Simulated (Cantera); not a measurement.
What does this Cantera script print?

```python
import numpy as np
import cantera as ct

surf = ct.Interface("ptcombust.yaml", "Pt_surf")
gas = surf.adjacent["gas"]
gas.TPX = 300, 49000, {'H2': 0.01, 'O2': 0.087, 'N2': 0.79}
jet = ct.ImpingingJet(gas=gas, width=0.039, surface=surf)
jet.inlet.mdot, jet.inlet.T, jet.inlet.X = 0.15, 300, {'H2': 0.01, 'O2': 0.087, 'N2': 0.79}
jet.set_refine_criteria(ratio=10, slope=0.2, curve=0.3)
show, cover = ['H2', 'O2', 'H2O', 'OH'], ["PT(S)", "H(S)", "O(S)", "OH(S)", "CO(S)", "C(S)"]

rows = []
print(f"{'Ts/K':>7s}" + "".join(f"{s:>11s}" for s in show + cover) + "   (gas at the wall, coverages)")
for i, Ts in enumerate([600, 650, 700, 750, 800, 850, 900]):
    jet.surface.T = Ts
    if i == 0:
        surf.TP = Ts, 49000
        surf.coverages = "PT(S):0.5, O(S):0.5"
        surf.advance_coverages(1.0)
        jet.set_initial_guess(products="inlet")
    jet.solve(loglevel=0, auto=(i == 0))
    rows.append([*(jet.X[gas.species_index(s), -1] for s in show), *surf[cover].coverages])
    print(f"{Ts:7g}" + "".join(f"{x:11.3e}" for x in rows[-1]))
```

Output:

```
   Ts/K         H2         O2        H2O         OH      PT(S)       H(S)       O(S)      OH(S)      CO(S)       C(S)   (gas at the wall, coverages)
    600  1.020e-03  8.710e-02  1.993e-02  5.736e-13  1.928e-02  7.179e-10  9.748e-01  5.894e-03  6.230e-18  9.359e-34
    650  1.003e-03  8.712e-02  1.982e-02  7.355e-12  2.047e-02  9.484e-10  9.755e-01  3.974e-03  4.450e-20 -6.377e-27
    700  9.149e-04  8.706e-02  1.985e-02  6.341e-11  2.357e-02  1.559e-09  9.735e-01  2.953e-03  2.182e-22  1.590e-25
    750  6.844e-04  8.685e-02  2.017e-02  3.724e-10  3.347e-02  3.663e-09  9.640e-01  2.548e-03  8.537e-20  3.355e-27
    800  4.357e-04  8.662e-02  2.053e-02  1.608e-09  5.528e-02  1.126e-08  9.423e-01  2.455e-03  1.852e-19  5.310e-26
    850  2.811e-04  8.649e-02  2.071e-02  5.610e-09  8.958e-02  3.355e-08  9.080e-01  2.393e-03  1.174e-18  2.866e-27
    900  1.956e-04  8.643e-02  2.078e-02  1.690e-08  1.342e-01  8.675e-08  8.635e-01  2.282e-03  6.699e-18  7.278e-25
```

Model: Deutschmann's 1995 Pt surface mechanism with GRI-Mech 3.0 gas chemistry, integrated in Cantera. Catalytic surfaces can have several steady states; this one follows from the mechanism file's or the stated starting coverage.
